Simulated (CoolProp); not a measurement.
Aqueous methanol as a coolant, at -20 °C, 1 atm.

Values from CoolProp's Melinder's fits for secondary coolants.

```
mass %  freezing point (°C)  cp (kJ/(kg K))  density (kg/m³)  Prandtl number  conductivity (W/(m K))
------  -------------------  --------------  ---------------  --------------  ----------------------
27.8                  -23.2           3.747            969.1            84.7                   0.411
32.3                  -28.5           3.627            964.8            86.3                   0.394
36.8                  -34.3           3.518            959.8            85.5                   0.378
41.4                  -40.7           3.414            954.0            82.5                   0.362
45.9                  -47.7           3.314            947.5            77.9                   0.347
```
